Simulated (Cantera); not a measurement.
A closed system holds: 1 mol SiHCl3, 12 mol N2, at 1600 K and 13.3 mbar.

Equilibrium computed with Cantera from the NASA thermochemical tables; the gas is ideal and each condensed phase is pure. Candidate condensed phases: NH4Cl, Si, Si3N4; 28 gas species. The tables' values for SiCl3 are old estimates; treat these amounts as uncertain. Equilibrium is a limit: real reactors are often held back by kinetics, nucleation or transport.

Base state: N2 0.862, SiCl2 0.0621, HCl 0.0596, SiCl3 0.00748, H2 0.00608, SiCl4 0.00222, Cl 0.000285, H 3.67e-5 (mole fractions); condensed: gas only.

Q: What changes in the equilibrium state with this change: temperature from 1600 K to 1323.15 K?

A: 
```json
[
 {"species": "N2", "before": "0.862", "after": "0.885"},
 {"species": "HCl", "before": "0.0596", "after": "0.0669"},
 {"species": "SiCl4", "before": "0.00222", "after": "0.0330"},
 {"species": "SiCl2", "before": "0.0621", "after": "0.00519"},
 {"species": "H", "before": "3.67e-5", "after": "8.98e-7"},
 {"species": "Cl", "before": "0.000285", "after": "1.18e-5"},
 {"species": "SiHCl3", "before": "3.27e-5", "after": "0.000107"},
 {"species": "H2", "before": "0.00608", "after": "0.00426"},
 {"species": "SiCl3", "before": "0.00748", "after": "0.00560"},
 {"species": "Si3N4(s), mol", "before": "0", "after": "0.139"}
]
```
N2 is the only nitrogen source here; it is nearly inert below about 1500 K, so the nitride shown seldom forms there in practice.

Q: What changes in the equilibrium state with this change: N2 from 12 to 120 mol?

A: 
```csv
species,before,after
N2,0.862,0.984
SiCl2,0.0621,0.00766
HCl,0.0596,0.00745
SiHCl3,3.27e-5,5.04e-7
SiCl4,0.00222,7.02e-5
H2,0.00608,0.000370
SiCl3,0.00748,0.000467
```

Q: What changes in the equilibrium state with this change: temperature from 1600 K to 1025 K?

A: 
```tsv
species	before	after
N2	0.862	0.889
HCl	0.0596	0.0649
SiCl4	0.00222	0.0407
SiCl2	0.0621	3.50e-6
H	3.67e-5	2.81e-9
Cl	0.000285	3.04e-8
SiCl3	0.00748	8.26e-5
H2	0.00608	0.00553
SiHCl3	3.27e-5	2.98e-5
Si3N4(s), mol	0	0.154
```
N2 is the only nitrogen source here; it is nearly inert below about 1500 K, so the nitride shown seldom forms there in practice.
